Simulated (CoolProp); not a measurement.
A single-stage vapour-compression cycle with cyclopropane: evaporating at 317.15 K (dew point), condensing at 347.15 K (bubble point), superheat 2 K, subcooling 8 K, compressor efficiency 0.6, no pressure losses. Each further row changes one setting.

Values from CoolProp's reference Helmholtz-energy equation of state, Polt 1992. This equation is an older, rougher fit; its heat capacities, sound speeds and derivatives of the liquid may be far off and weren't checked against measurements.

| case | cooling COP | pressure ratio | discharge temperature (K) | refrigerating effect (kJ/kg) | volumetric capacity (kJ/m³) |
|---|---|---|---|---|---|
| as stated | 5.60 | 1.92 | 365.8 | 321 | 7220 |
| evaporating temperature 322.15 K | 6.95 | 1.71 | 362.7 | 324 | (withheld) |
| condensing temperature 342.15 K | (withheld) | 1.73 | 358.6 | 334 | 7510 |
| subcooling 13 K | 5.83 | 1.92 | 365.8 | 334 | 7510 |
| superheat 12 K | (withheld) | 1.92 | 375.8 | 339 | 7210 |
| compressor efficiency 0.5 | (withheld) | 1.92 | 371.0 | 321 | 7220 |

Question: Fill in the missing entries.

Answer: 
- evaporating temperature 322.15 K, volumetric capacity (kJ/m³): 8220
- condensing temperature 342.15 K, cooling COP: 6.91
- superheat 12 K, cooling COP: 5.59
- compressor efficiency 0.5, cooling COP: 4.67
